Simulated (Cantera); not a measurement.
Reactions in the system H-I-Mg

Cantera with NASA thermochemical tables; ideal gases at 1 bar, condensed phases pure. Values are per mole of reaction as written; species without (g) are pure solids or liquids, kept so even where they would boil at 1 bar.

2 HI(g) + Mg(g) ⇌ H2(g) + MgI2

```json
[
 {"T (K)": "300", "ΔH° (kJ)": "-566.7", "ΔS° (J/K)": "-301.3", "ΔG° (kJ)": "-476.3", "log10 K": "82.94", "condensed phases": "MgI2(s)"},
 {"T (K)": "450", "ΔH° (kJ)": "-562.6", "ΔS° (J/K)": "-290.3", "ΔG° (kJ)": "-432.0", "log10 K": "50.14", "condensed phases": "MgI2(s)"},
 {"T (K)": "600", "ΔH° (kJ)": "-558.1", "ΔS° (J/K)": "-281.6", "ΔG° (kJ)": "-389.1", "log10 K": "33.88", "condensed phases": "MgI2(s)"},
 {"T (K)": "750", "ΔH° (kJ)": "-553.4", "ΔS° (J/K)": "-274.7", "ΔG° (kJ)": "-347.4", "log10 K": "24.20", "condensed phases": "MgI2(s)"},
 {"T (K)": "900", "ΔH° (kJ)": "-548.7", "ΔS° (J/K)": "-268.9", "ΔG° (kJ)": "-306.7", "log10 K": "17.80", "condensed phases": "MgI2(s)"},
 {"T (K)": "1050", "ΔH° (kJ)": "-512.9", "ΔS° (J/K)": "-230.0", "ΔG° (kJ)": "-271.5", "log10 K": "13.50", "condensed phases": "MgI2(l)"},
 {"T (K)": "1200", "ΔH° (kJ)": "-506.5", "ΔS° (J/K)": "-224.3", "ΔG° (kJ)": "-237.4", "log10 K": "10.33", "condensed phases": "MgI2(l)"},
 {"T (K)": "1350", "ΔH° (kJ)": "-500.2", "ΔS° (J/K)": "-219.3", "ΔG° (kJ)": "-204.1", "log10 K": "7.90", "condensed phases": "MgI2(l)"}
]
```

Mg + 2 HI(g) ⇌ H2(g) + MgI2

| T (K) | ΔH° (kJ) | ΔS° (J/K) | ΔG° (kJ) | log10 K | condensed phases |
|---|---|---|---|---|---|
| 300 | -419.6 | -185.2 | -364.1 | 63.39 | Mg(s), MgI2(s) |
| 450 | -416.3 | -176.2 | -337.0 | 39.12 | Mg(s), MgI2(s) |
| 600 | -412.8 | -169.5 | -311.1 | 27.08 | Mg(s), MgI2(s) |
| 750 | -409.4 | -164.4 | -286.1 | 19.92 | Mg(s), MgI2(s) |
| 900 | -406.1 | -160.5 | -261.7 | 15.19 | Mg(s), MgI2(s) |
| 1050 | -380.7 | -132.6 | -241.5 | 12.01 | Mg(l), MgI2(l) |
| 1200 | -376.4 | -128.7 | -221.9 | 9.66 | Mg(l), MgI2(l) |
| 1350 | -372.1 | -125.4 | -202.8 | 7.85 | Mg(l), MgI2(l) |
